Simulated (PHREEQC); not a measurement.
Model water analysis in mg/kgw, 25 °C, pH 3.93:

```json
[
 {"constituent": "Na", "mg/kgw": "1850"},
 {"constituent": "K", "mg/kgw": "125"},
 {"constituent": "Ca", "mg/kgw": "96.5"},
 {"constituent": "Mg", "mg/kgw": "49.1"},
 {"constituent": "Cl", "mg/kgw": "708"},
 {"constituent": "S(6) as SO4", "mg/kgw": "3820"},
 {"constituent": "Li", "mg/kgw": "2.31"}
]
```

Valence states are taken as typed.

Model: Pitzer model, pitzer.dat, run in PHREEQC.

**Question.** The ionic strength comes out as 0.140 mol/kgw. What activity coefficients do HSO4-, K+, Mg+2, H+, Cl- get?

**Answer.** HSO4- 0.75, K+ 0.73, Mg+2 0.24, H+ 0.71, Cl- 0.74. Single-ion values are on the MacInnes scale.

This is a speciation only: nothing precipitates in the calculation.
